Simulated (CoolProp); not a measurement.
The fluid at 293.15 K and 0.571 MPa flows at 0.49 m/s in a round tube of 4.6 mm bore and 1.5 µm roughness, fully developed (64/Re and Nu = 3.66 if laminar; Colebrook and Gnielinski if turbulent). The same conditions are run with several fluids, on thermodynamics alone (safety and materials aside).

Values from CoolProp's reference Helmholtz-energy equation of state of each fluid (C3F8 (R218): Lemmon 2006; ethane: Bücker 2006; dry air: Lemmon 2000; R404A: Lemmon 2003). Blends and air are pseudo-pure fits.

**Question.** Rank C3F8 (R218), ethane, dry air, R404A by Reynolds number, highest first.

**Answer.** C3F8 (R218) (9720), R404A (4740), ethane (1790), dry air (839)

```json
[
 {"fluid": "C3F8 (R218)", "Darcy friction factor": "0.0316", "pressure drop (Pa/m)": "42.6", "heat-transfer coefficient (W/(m² K))": "85.3", "mass flow (kg/h)": "1.51"},
 {"fluid": "ethane", "Darcy friction factor": "0.0358", "pressure drop (Pa/m)": "6.91", "heat-transfer coefficient (W/(m² K))": "16.6", "mass flow (kg/h)": "0.217"},
 {"fluid": "dry air", "Darcy friction factor": "0.0763", "pressure drop (Pa/m)": "13.5", "heat-transfer coefficient (W/(m² K))": "20.7", "mass flow (kg/h)": "0.199"},
 {"fluid": "R404A", "Darcy friction factor": "0.0383", "pressure drop (Pa/m)": "25.6", "heat-transfer coefficient (W/(m² K))": "50.2", "mass flow (kg/h)": "0.751"}
]
```

Transport values come from each fluid's own correlations; those of C3F8 (R218) are estimates that may be off by 10 % or more.
